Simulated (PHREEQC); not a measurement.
Dissolve 7.2 mmol/kgw HF, 0.5 mmol/kgw NaF and 6.8 mmol/kgw H2SiF6 at 78 °C. Closed to the air; pH follows from the charge balance.

Model: ion-association model, wateq4f.dat, run in PHREEQC.

No solid was allowed to form.

### Question
Predict the pH, ionic strength.

### Answer
pH 2.05; ionic strength 0.0156 mol/kgw.

### Question
In which forms is Si present?

### Answer
SiF6-2 73 %, H4SiO4 27 % of the Si.

The solution is supersaturated, for example in Quartz (slow to form), Chalcedony (slow to form), so a real one may precipitate; this is no full list. Constants without temperature data keep their 25 °C values here. SiF6-2 is the database's only silicon fluoride.
